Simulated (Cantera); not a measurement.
An adiabatic, constant-pressure homogeneous reactor starts with CH4 : H2 : O2 : N2 = 1 : 0.77 : 1.99 : 7.47 (molar parts), equivalence ratio 1.2, at 1625 K and 19.7 atm. Integrator tolerance rtol = 1e-08.

Cantera simulation using GRI-Mech 3.0 (53 species, 325 reactions); the numbers are that mechanism's predictions, not measurements. The pressure lies above the range GRI-Mech 3.0 was tuned for (to about 10 atm). Above 3000 K some thermodynamic fits are extrapolated.

```tsv
quantity	before	after
time of steepest temperature rise	8.35 µs	25.0 µs
temperature at 3.00 s	3048 K	2949 K
equilibrium temperature	3048 K	2949 K
x(CH4) at 3.00 s	2.62e-12 (gas-phase equilibrium 3.12e-12)	<1e-12 (gas-phase equilibrium <1e-12)
x(H2) at 3.00 s	0.0368 (gas-phase equilibrium 0.0368)	0.0402 (gas-phase equilibrium 0.0402)
x(O2) at 3.00 s	0.00389 (gas-phase equilibrium 0.00389)	0.00602 (gas-phase equilibrium 0.00602)
x(HCO) at 3.00 s	5.88e-7 (gas-phase equilibrium 5.88e-7)	2.60e-7 (gas-phase equilibrium 2.60e-7)
x(CH2O) at 3.00 s	1.53e-8 (gas-phase equilibrium 1.53e-8)	4.32e-9 (gas-phase equilibrium 4.32e-9)
x(O) at 3.00 s	0.00187 (gas-phase equilibrium 0.00187)	0.00330 (gas-phase equilibrium 0.00330)
```

Q: Name the change that produced these shifts.
A. constant volume in place of constant pressure
B. initial temperature 1625 to 1200 K
C. pressure from 19.7 atm to 4.93 atm
D. H2 0.77 to 1.4 parts

A: C, pressure from 19.7 atm to 4.93 atm
